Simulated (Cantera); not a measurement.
An isothermal, constant-pressure homogeneous reactor starts with 1.26 % CH3OH, 2.03 % O2, 96.7 % N2, at 1548 K and 260000 Pa.

Cantera simulation using GRI-Mech 3.0 (53 species, 325 reactions); the numbers are that mechanism's predictions, not measurements. GRI-Mech 3.0 was tuned for natural gas; its chemistry of methanol as a main component is partial and can be far from experiment. The temperature is held fixed by assumption; the heat of reaction is taken as removed at once.

Q: Predict: x(O2) at 4.00 s; x(N2O) at 4.00 s; x(O) at 4.00 s; x(NO2) at 4.00 s; x(H2) at 4.00 s.

A: 
```json
{
  "x(O2) at 4.00 s": "0.00143 (gas-phase equilibrium 0.00137)",
  "x(N2O) at 4.00 s": "1.52e-8 (gas-phase equilibrium 1.48e-8)",
  "x(O) at 4.00 s": "1.80e-7 (gas-phase equilibrium 1.76e-7)",
  "x(NO2) at 4.00 s": "6.23e-9 (gas-phase equilibrium 8.32e-8)",
  "x(H2) at 4.00 s": "1.45e-6 (gas-phase equilibrium 1.48e-6)"
}
```
